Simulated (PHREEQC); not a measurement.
1.8 g of hydrous ferric oxide (600 m²/g; 0.2 weak and 0.005 strong sites per Fe, Dzombak-Morel constants, diffuse double layer) in 1 kg of water with 0.3 mol/kgw of an inert sodium salt and 0.0071 mol H3BO3, at 25 °C; the pH is set by adding NaOH or the inert anion's acid. Oxygen alone is held at its pressure in air (log pO2 = -0.68). The system is closed to CO2. No solid was allowed to form.

Base run: PHREEQC, ion-association model, wateq4f.dat. Each further column changes one thing. The table gives B sorbed (%).

```tsv
pH	base	background salt from 0.3 to 0.03 mol/kgw	oxide from 1.8 to 9 g/kgw
4	0.1	0.4	0.5
4.75	0.4	[?]	[?]
5.88	0.9	[?]	4.4
6.62	1.2	1.2	5.6
7.38	1.3	1.2	[?]
8.12	1.2	1.2	[?]
9.25	0.5	0.6	[?]
10	0.1	0.2	0.5
```

Problem. Complete the blanks.

Solution. 
- 4.75, background salt from 0.3 to 0.03 mol/kgw: 0.8
- 4.75, oxide from 1.8 to 9 g/kgw: 1.7
- 5.88, background salt from 0.3 to 0.03 mol/kgw: 1.1
- 7.38, oxide from 1.8 to 9 g/kgw: 6.1
- 8.12, oxide from 1.8 to 9 g/kgw: 5.7
- 9.25, oxide from 1.8 to 9 g/kgw: 2.3
